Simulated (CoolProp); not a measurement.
Model: reference Helmholtz-energy equation of state, Thol 2019, in CoolProp.

Task: Give the vapour pressure (bar), vapour density (kg/m³), surface tension (mN/m), liquid viscosity (µPa s) of saturated n-hexane at 339.9, 457.8, 472.5 K.

Result: 
```
T (K)  p (bar)  vapour density (kg/m³)  surface tension (mN/m)  liquid viscosity (µPa s)
-----  -------  ----------------------  ----------------------  ------------------------
339.9    0.952                    3.05                    13.6                       203
457.8     14.1                    46.0                    3.01                      76.3
472.5     17.9                    62.3                    1.93                      65.5
```

Viscosity comes from a separate model (Michailidou 2013). Surface tension comes from a separate correlation (Mulero 2012).
